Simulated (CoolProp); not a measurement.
Vapour-liquid equilibrium of C2F6 (R116) (1) + R134a (2) at 226.1 K; x and y are mole fractions of (1).

Computed with CoolProp (multi-fluid Helmholtz-energy mixture model, Lemmon 2006 and Tillner-Roth 1994; pair parameters Bell 2016).

Question: Give the bubble pressure and the first vapour's composition at x = 0.35, 0.65, 0.8. Is there an azeotrope?

Answer: x = 0.35: 317.4 kPa, y = 0.903; x = 0.65: 353.8 kPa, y = 0.921; x = 0.8: 374.2 kPa, y = 0.938. No azeotrope shows between x = 0.05 and 0.95.

The pair parameters rest on a limited set of measurements; away from them the model extrapolates. With so large a gap from Raoult's law the liquid may split in two, which this calculation doesn't test in full.
